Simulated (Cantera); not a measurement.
# Stirred combustor or abatement burner

A perfectly stirred reactor is fed with 11.3 % CH₄, 1.81 % C₂H₆, 0.374 % C₃H₈, 18.1 % O₂, 68.3 % N₂, equivalence ratio 1.7, at 7500 Torr; it is adiabatic with a 500 K inlet, and is followed from long to short residence time, starting on the burning branch (τ in s: 0.4, 0.15, 0.056, 0.021, 0.0079, 0.003, 0.0011, 0.00042, 0.00016, 5.8e-05).

Computed with Cantera and GRI-Mech 3.0 (53 species, 325 reactions).

```
τ (s)    T (K)    x CH₄    x C₂H₆   x C₃H₈     x NO    x CO      x O₂     x NO₂
-------  -----  -------  --------  -------  -------  ------  --------  --------
0.40      1927  0.00159   2.79e-7  6.86e-9  2.91e-6   0.106   2.53e-5  8.22e-12
0.15      1935  0.00276   8.74e-7  1.73e-8  3.01e-6   0.103   6.32e-5  1.66e-11
0.056     1944  0.00430   2.40e-6  4.33e-8  2.99e-6  0.0983  0.000155  3.41e-11
0.021     1954  0.00613   5.96e-6  1.07e-7  2.87e-6  0.0923  0.000372  6.90e-11
0.0079    1962  0.00820   1.40e-5  2.67e-7  2.60e-6  0.0860  0.000872  1.33e-10
0.0030    1963   0.0105   3.24e-5  6.82e-7  2.13e-6  0.0807   0.00198  2.40e-10
0.0011    1948   0.0133   8.17e-5  1.97e-6  1.44e-6  0.0773   0.00460  4.09e-10
0.00042   1894   0.0173  0.000241  6.92e-6  6.78e-7  0.0768    0.0109  6.29e-10
0.00016    500    0.113    0.0181  0.00374   <1e-12  <1e-12     0.181    <1e-12
5.8e-5     500    0.113    0.0181  0.00374   <1e-12  <1e-12     0.181    <1e-12
```
x: mole fraction; the columns are a selection and need not sum to one.
